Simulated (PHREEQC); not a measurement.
A column of 0.5 m (40 cells, dispersivity 0.018 m, 300 s a shift, diffusion coefficient 3e-10 m²/s) holds 0.012 eq of the database's cation exchanger X per kg of pore water, first in equilibrium with 7.5 mmol/kgw NaCl, 0.84 mmol/kgw CaCl2 and 0.01 mmol/kgw HCl. It is flushed with 0.00066 mol/kgw MgSO4, 0.0014 mol/kgw CdCl2, 0.029 mol/kgw KBr and 1e-05 mol/kgw HCl, at 25 °C. Values are for the last cell. The system is closed to CO2. Precipitation was switched off in this run.

All values are PHREEQC results (ion-association model, phreeqc.dat), not measurements.

**Question.** Predict K in solution (mol/kgw), Mg in solution (mol/kgw) at pore volumes = 1.613, 2.013, 2.212, 2.312, 2.413.

**Answer.** 
| pore volumes | K in solution (mol/kgw) | Mg in solution (mol/kgw) |
|---|---|---|
| 1.613 | 0.0231 | 0.000357 |
| 2.013 | 0.0266 | 0.000470 |
| 2.212 | 0.0274 | 0.000510 |
| 2.312 | 0.0277 | 0.000528 |
| 2.413 | 0.0279 | 0.000544 |
